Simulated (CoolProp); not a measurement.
c-C4F8 (RC318) along the isotherm 285.6 K: fugacity coefficient from the reference equation and from simpler models built on Tc = 388.4 K, pc = 2.778 MPa, ω = 0.355; each cubic takes its own stable root.

Model: reference Helmholtz-energy equation of state, Platzer 1990, in CoolProp. This equation is an older, rougher fit; its heat capacities, sound speeds and derivatives of the liquid may be far off and weren't checked against measurements.

```tsv
p (MPa)	phase	reference
0.417	liquid	0.4635
0.833	liquid	0.2373
1.25	liquid	0.1618
1.67	liquid	0.1239
2.08	liquid	0.1017
2.5	liquid	0.08654
2.92	liquid	0.07579
3.33	liquid	0.06794
3.75	liquid	0.06171
4.17	liquid	0.05676
```

Question: How far does each simpler model (van der Waals, Redlich-Kwong, Soave-Redlich-Kwong, Peng-Robinson) lie from the reference over these 10 states: mean and median of the absolute difference, and the worst?

Answer: 
- van der Waals: mean 211.5 %, median 222.2 %, worst +241.6 % at 285.6 K and 4.17 MPa
- Redlich-Kwong: mean 71.0 %, median 71.0 %, worst +73.0 % at 285.6 K and 4.17 MPa
- Soave-Redlich-Kwong: mean 0.8 %, median 0.8 %, worst +1.4 % at 285.6 K and 4.17 MPa
- Peng-Robinson: mean 1.5 %, median 1.5 %, worst -2.2 % at 285.6 K and 4.17 MPa

At some of these states van der Waals gives the other phase, because its saturation line lies elsewhere.
